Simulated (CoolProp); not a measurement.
Oxygen at 293.15 K and 13.6 MPa flows at 3.2 m/s in a round tube of 1 mm bore and 0.25 µm roughness, fully developed (64/Re and Nu = 3.66 if laminar; Colebrook and Gnielinski if turbulent). Each further row changes one setting.

Values from CoolProp's reference Helmholtz-energy equation of state, Schmidt 1985.

```
case              Reynolds number  Darcy friction factor  pressure drop (Pa/m)  heat-transfer coefficient (W/(m² K))  mass flow (kg/h)
----------------  ---------------  ---------------------  --------------------  ------------------------------------  ----------------
as stated                       ?                 0.0251                 24400                                     ?              1.72
velocity 6.4 m/s            50500                      ?                 84700                                  4060              3.45
diameter 2 mm               50500                      ?                 10400                                  1990              6.89
```

Q: Fill in the missing entries.

A: 
- as stated, Reynolds number: 25200
- as stated, heat-transfer coefficient (W/(m² K)): 2310
- velocity 6.4 m/s, Darcy friction factor: 0.0217
- diameter 2 mm, Darcy friction factor: 0.0213

Viscosity comes from a separate model (Lemmon 2004). Thermal conductivity comes from a separate model (Lemmon 2004).
